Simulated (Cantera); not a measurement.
Cantera run, input and output.

```python
import numpy as np
import cantera as ct

gas = ct.Solution("gri30.yaml")
gas.TPX = 1573, 2700000, {'CO': 1, 'H2': 0.055, 'CH4': 0.14, 'O2': 2.07, 'N2': 7.79}
reactor = ct.IdealGasReactor(gas, energy="on", clone=False)
net = ct.ReactorNet([reactor])
net.rtol, net.atol = 1e-08, 1e-16
show = ['CO', 'H2', 'CH4', 'C2H4', 'H2O', 'CO2']
times = np.geomspace(2e-06, 4, 15)

steps = ct.SolutionArray(gas, extra=["t"])
rows = []
print(f"{'t/s':>10s}{'T/K':>9s}{'P/Pa':>11s}" + "".join(f"{s:>11s}" for s in show))
for t in times:
    while net.time < t:
        t_next = net.step()
        steps.append(gas.state, t=t_next)
    rows.append([np.interp(t, steps.t, y) for y in (steps.T, steps.P, *steps(*show).X.T)])
    print(f"{t:10.3e}{rows[-1][0]:9.1f}{rows[-1][1]:11.4g}" + "".join(f"{x:11.3e}" for x in rows[-1][2:]))
rate = np.gradient(steps.T, steps.t)
print("integrator steps:", len(steps.t))
if steps.T.max() > steps.T[0] + 200:
    print(f"time of steepest temperature rise: {steps.t[rate.argmax()]:.4e} s")
gas.TPX = 1573, 2700000, {'CO': 1, 'H2': 0.055, 'CH4': 0.14, 'O2': 2.07, 'N2': 7.79}
gas.equilibrate("UV")
print(f"equilibrium (UV): T = {gas.T:.1f} K  " + "  ".join(f"{s} {gas[s].X[0]:.3e}" for s in show))
```

Result:

```
       t/s      T/K       P/Pa         CO         H2        CH4       C2H4        H2O        CO2
 2.000e-06   1573.2    2.7e+06  9.043e-02  4.963e-03  1.262e-02  3.976e-08  3.153e-05  2.429e-05
 5.638e-06   1595.7  2.738e+06  8.990e-02  4.702e-03  1.104e-02  4.330e-05  1.820e-03  9.834e-04
 1.589e-05   2692.3  4.425e+06  6.141e-03  2.132e-04  3.970e-17  1.535e-24  2.889e-02  1.015e-01
 4.480e-05   2704.2  4.441e+06  4.531e-03  1.892e-04  2.533e-18  6.924e-27  2.905e-02  1.033e-01
 1.263e-04   2695.6  4.426e+06  4.405e-03  1.848e-04  2.252e-18  3.843e-27  2.912e-02  1.034e-01
 3.560e-04   2679.7  4.399e+06  4.180e-03  1.768e-04  1.930e-18  2.913e-27  2.925e-02  1.037e-01
 1.003e-03   2664.7  4.373e+06  3.976e-03  1.695e-04  1.661e-18  2.229e-27  2.936e-02  1.039e-01
 2.828e-03   2661.2  4.367e+06  3.930e-03  1.678e-04  1.603e-18  2.094e-27  2.939e-02  1.039e-01
 7.973e-03   2661.2  4.367e+06  3.929e-03  1.678e-04  1.603e-18  2.092e-27  2.939e-02  1.039e-01
 2.247e-02   2661.2  4.367e+06  3.929e-03  1.678e-04  1.603e-18  2.092e-27  2.939e-02  1.039e-01
 6.335e-02   2661.2  4.367e+06  3.929e-03  1.678e-04  1.603e-18  2.092e-27  2.939e-02  1.039e-01
 1.786e-01   2661.2  4.367e+06  3.929e-03  1.678e-04  1.603e-18  2.092e-27  2.939e-02  1.039e-01
 5.034e-01   2661.2  4.367e+06  3.929e-03  1.678e-04  1.603e-18  2.092e-27  2.939e-02  1.039e-01
 1.419e+00   2661.2  4.367e+06  3.929e-03  1.678e-04  1.603e-18  2.092e-27  2.939e-02  1.039e-01
 4.000e+00   2661.2  4.367e+06  3.929e-03  1.678e-04  1.603e-18  2.092e-27  2.939e-02  1.039e-01
integrator steps: 1632
time of steepest temperature rise: 8.8602e-06 s
equilibrium (UV): T = 2661.2 K  CO 3.929e-03  H2 1.678e-04  CH4 2.337e-18  C2H4 2.797e-27  H2O 2.939e-02  CO2 1.039e-01
```

Detailed kinetics in Cantera: GRI-Mech 3.0 (53 species, 325 reactions). The pressure lies above the range GRI-Mech 3.0 was tuned for (to about 10 atm).
